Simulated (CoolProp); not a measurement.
The fluid at 233.4 K and 12.2 MPa is throttled through a valve to 2.32 MPa with no heat exchange. The same conditions are run with several fluids, on thermodynamics alone (safety and materials aside).

Model: reference Helmholtz-energy equation of state of each fluid (carbon monoxide: Lemmon 2006; normal hydrogen: Leachman 2009; oxygen: Schmidt 1985; dry air: Lemmon 2000; CF4 (R14): Platzer 1990), in CoolProp. The equations of Platzer and Polt are older, rougher fits. Blends and air are pseudo-pure fits.

Rank carbon monoxide, normal hydrogen, oxygen, dry air, CF4 (R14) by temperature change (K), highest first.

normal hydrogen (+2.1), CF4 (R14) (-21.6), dry air (-31.1), carbon monoxide (-32.7), oxygen (-40.3)

| fluid | final phase | final density (kg/m³) |
|---|---|---|
| carbon monoxide | gas | 41.3 |
| normal hydrogen | supercritical | 2.35 |
| oxygen | gas | 50.3 |
| dry air | gas | 42.1 |
| CF4 (R14) | two-phase, vapour fraction 0.271 | 471 |
